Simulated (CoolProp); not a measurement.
Vapour-liquid equilibrium of R152A (1) + methanol (2) at 0.137 MPa; x and y are mole fractions of (1).

Computed with CoolProp (multi-fluid Helmholtz-energy mixture model, Outcalt 1996 and de Reuck 1993; pair parameters Bell 2016).

**Question.** Give the bubble temperature and the first vapour's composition at x = 0.35, 0.65, 0.875. Is there an azeotrope?

**Answer.** x = 0.35: -4.9 °C, y = 0.980; x = 0.65: -9.3 °C, y = 0.987; x = 0.875: -14.0 °C, y = 0.995. No azeotrope shows between x = 0.05 and 0.95.

The pair parameters rest on a limited set of measurements; away from them the model extrapolates. With so large a gap from Raoult's law the liquid may split in two, which this calculation doesn't test in full.
